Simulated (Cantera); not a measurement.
Equilibrium for carbothermic reduction: PbO + CH4 + CO

Charge: 1 mol PbO, 1.7 mol CH4, 1.1 mol CO, equilibrated at 850 K.

These are equilibrium values from Cantera (NASA tables, ideal gas, pure condensed phases), not measurements of a reactor. Candidate condensed phases: C, C6H6, C7H8, C8H18, H2O, Pb, PbO, PbO2, Pb3O4; 113 gas species. Rates play no part.

```
P (Pa)    x H2    x CO     x H2O     x CH4     x CO2      x Pb    x C2H6  n C(graphite)  n Pb(l)
-------  -----  ------  --------  --------  --------  --------  --------  -------------  -------
10       0.616   0.380  0.000165   2.36e-5  0.000311   0.00318    <1e-12          0.702    0.982
68       0.619   0.378   0.00112  0.000162   0.00209  0.000468  1.60e-12          0.717    0.997
460      0.622   0.357   0.00721   0.00111    0.0126   6.92e-5  7.43e-11          0.801    1.000
3200     0.625   0.276    0.0389   0.00778    0.0525   9.95e-6   3.66e-9           1.12    1.000
22000    0.571   0.148     0.132    0.0446     0.104   1.45e-6   1.32e-7           1.52    1.000
150000   0.395  0.0634     0.265     0.146     0.130   2.12e-7   2.03e-6           1.59    1.000
1000000  0.205  0.0256     0.369     0.260     0.141   3.18e-8   1.25e-5           1.47     1.00
```
x: gas mole fraction; n: condensed amount in mol.

From 10.0 Pa to 1000000 Pa the condensed part is C(graphite) + Pb(l). The main Pb-bearing gas is Pb throughout.
